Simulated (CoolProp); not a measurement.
Model: reference Helmholtz-energy equation of state, Penoncello 2003, in CoolProp.

Problem. For CHF3 (R23), give the phase and the speed of sound (m/s), isothermal compressibility (1/MPa), conductivity (mW/(m K)) at 207.8 K and 0.101 MPa.

Solution. 
- 207.8 K and 0.101 MPa: gas; speed of sound 172, isothermal compressibility 10.2, conductivity 8.80

Thermal conductivity comes from a separate model (Shan 2000).
